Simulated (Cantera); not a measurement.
A perfectly stirred reactor is fed with CH4 : CO : O2 : N2 = 1 : 0.57 : 5.71 : 21.5 (molar parts), equivalence ratio 0.40, at 0.630 bar; it is adiabatic with a 700 K inlet, and is followed from long to short residence time, starting on the burning branch (τ in s: 0.38, 0.12, 0.04, 0.013, 0.0042, 0.0014, 0.00045, 0.00015, 4.7e-05).

Cantera simulation using GRI-Mech 3.0 (53 species, 325 reactions); the numbers are that mechanism's predictions, not measurements.

What does this change do: inlet temperature 700 to 523 K?


| quantity | before | after |
|---|---|---|
| blow-out, bracketed by the residence times tried | burning at 0.450 ms, out at 0.150 ms | burning at 1.40 ms, out at 0.450 ms |
| x(CH4) at τ = 0.380 s | 5.40e-6 | 9.99e-6 |
| x(CO) at τ = 0.380 s | 0.000185 | 0.000226 |
| x(O2) at τ = 0.380 s | 0.120 | 0.120 |
| x(CH3) at τ = 0.380 s | 8.70e-7 | 1.19e-6 |
| x(H) at τ = 0.380 s | 5.78e-6 | 4.26e-6 |
| x(CH4) at τ = 4.20 ms | 9.28e-5 | 0.000194 |
| x(CO) at τ = 4.20 ms | 0.00379 | 0.00523 |
| x(O2) at τ = 4.20 ms | 0.121 | 0.122 |
| x(CH3) at τ = 4.20 ms | 9.38e-6 | 1.33e-5 |
| x(H) at τ = 4.20 ms | 0.000385 | 0.000271 |
